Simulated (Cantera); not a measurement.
## Adiabatic ignition

An adiabatic, constant-volume homogeneous reactor starts with C3H8 : O2 : N2 : H2O = 1 : 7.04 : 26.5 : 4.7 (molar parts), equivalence ratio 0.71, at 1723 K and 15.0 bar.

Cantera simulation using GRI-Mech 3.0 (53 species, 325 reactions); the numbers are that mechanism's predictions, not measurements. GRI-Mech 3.0 was tuned for natural gas; its chemistry of propane as a main component is partial and can be far from experiment. The pressure lies above the range GRI-Mech 3.0 was tuned for (to about 10 atm).

| t (s) | T (K) | P (bar) | x C3H8 | x O2 | x H2O | x OH | x O |
|---|---|---|---|---|---|---|---|
| 7.00e-6 | 2948 | 26.8 | <1e-12 | 0.0526 | 0.195 | 0.0206 | 0.00420 |
| 1.43e-5 | 2946 | 26.8 | <1e-12 | 0.0519 | 0.195 | 0.0204 | 0.00415 |
| 2.90e-5 | 2941 | 26.8 | <1e-12 | 0.0507 | 0.195 | 0.0201 | 0.00404 |
| 5.91e-5 | 2935 | 26.7 | <1e-12 | 0.0488 | 0.195 | 0.0196 | 0.00387 |
| 0.000120 | 2927 | 26.6 | <1e-12 | 0.0465 | 0.196 | 0.0191 | 0.00368 |
| 0.000245 | 2921 | 26.5 | <1e-12 | 0.0450 | 0.196 | 0.0187 | 0.00355 |
| 0.000499 | 2920 | 26.5 | <1e-12 | 0.0447 | 0.196 | 0.0186 | 0.00352 |
| 0.00102 | 2920 | 26.5 | <1e-12 | 0.0447 | 0.196 | 0.0186 | 0.00352 |
| 0.00207 | 2920 | 26.5 | <1e-12 | 0.0447 | 0.196 | 0.0186 | 0.00352 |
| 0.00421 | 2920 | 26.5 | <1e-12 | 0.0447 | 0.196 | 0.0186 | 0.00352 |
| 0.00857 | 2920 | 26.5 | <1e-12 | 0.0447 | 0.196 | 0.0186 | 0.00352 |
| 0.0175 | 2920 | 26.5 | <1e-12 | 0.0447 | 0.196 | 0.0186 | 0.00352 |
| 0.0355 | 2920 | 26.5 | <1e-12 | 0.0447 | 0.196 | 0.0186 | 0.00352 |
| 0.0724 | 2920 | 26.5 | <1e-12 | 0.0447 | 0.196 | 0.0186 | 0.00352 |
| 0.147 | 2920 | 26.5 | <1e-12 | 0.0447 | 0.196 | 0.0186 | 0.00352 |
| 0.300 | 2920 | 26.5 | <1e-12 | 0.0447 | 0.196 | 0.0186 | 0.00352 |
x: mole fraction; the columns are a selection and need not sum to one.

The time of steepest temperature rise is 2.47 µs, the temperature at 0.300 s comes out as 2920 K and the equilibrium temperature is 2920 K. The x(C3H8) at 0.300 s comes out as <1e-12 (gas-phase equilibrium <1e-12). The x(O2) at 0.300 s is 0.0447 (gas-phase equilibrium 0.0447) and the x(H2O) at 0.300 s is 0.196 (gas-phase equilibrium 0.196).
